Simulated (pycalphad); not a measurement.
An equivalent pycalphad script:

```python
from pycalphad import Database, equilibrium, calculate, variables as v
import numpy as np
db = Database('COST507.tdb')
comps = ['SI', 'AL', 'VA']
phases = ['DIAMOND_A4', 'FCC_A1', 'LIQUID']
eq = equilibrium(db, comps, phases, {v.X('AL'): 0.289, v.T: np.arange(2350, 499, -50), v.P: 101325, v.N: 1}, output=['HM', 'SM'])
```

Computed with pycalphad from the COST 507 light-alloy database (1999), at 1 atm. The database dates from 1999; later assessments differ in places, in temperatures and in the compounds included. Phase fractions are per mole of atoms.

Results at three of the temperatures:

```
T = 1700.00 K, P = 101325 Pa, N = 1 mol of atoms
G = -89497 J/mol, H = 75002 J/mol, S = 96.76 J/(mol K)  (SER reference)
chemical potentials (J/mol): Si -74897, Al -125418
phase             fraction      x(Si)      x(Al)
LIQUID              1.0000     0.7110     0.2890
```

```
T = 1350.00 K, P = 101325 Pa, N = 1 mol of atoms
G = -58184 J/mol, H = 44755 J/mol, S = 76.25 J/(mol K)  (SER reference)
chemical potentials (J/mol): Si -48425, Al -82193
phase             fraction      x(Si)      x(Al)
LIQUID              0.5949     0.5142     0.4858
DIAMOND_A4          0.4051     0.9999   7.75e-05
```

```
T = 850.00 K, P = 101325 Pa, N = 1 mol of atoms
G = -26333 J/mol, H = 13931 J/mol, S = 47.37 J/(mol K)  (SER reference)
chemical potentials (J/mol): Si -23592, Al -33077
phase             fraction      x(Si)      x(Al)
DIAMOND_A4          0.7066     1.0000   8.94e-07
FCC_A1              0.2934     0.0149     0.9851
```

Changes of the phase set, refined by bisection:

```json
[
 {"T (K)": "1521.7", "phases above": "LIQUID", "phases below": "DIAMOND_A4 + LIQUID"},
 {"T (K)": "850.1", "phases above": "DIAMOND_A4 + LIQUID", "phases below": "DIAMOND_A4 + FCC_A1"}
]
```

FCC_A1 is fcc; DIAMOND_A4 is diamond (Si).
